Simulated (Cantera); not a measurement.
A perfectly stirred reactor is fed with H2 : O2 = 0.29 : 1 (molar parts), at 170 Pa; it is held at 925 K, and followed from long to short residence time.

Model: GRI-Mech 3.0 (53 species, 325 reactions), integrated in Cantera. Radical loss at walls, strong at low pressure, is not modelled. Below about 950 K walls govern HO2 and H2O2 in real vessels. The temperature is held fixed by assumption; the heat of reaction is taken as removed at once.

One state of this run: x H2 = 0.00234; x O2 = 0.742; x OH = 0.00112; x HO2 = 2.57e-6; x H2O = 0.247. x: mole fraction; the columns are a selection and need not sum to one.

### Question
Which value of τ (s) does it belong to?
A) 0.097
B) 5.2
C) 0.044
D) 1.1

### Answer
B, 5.2
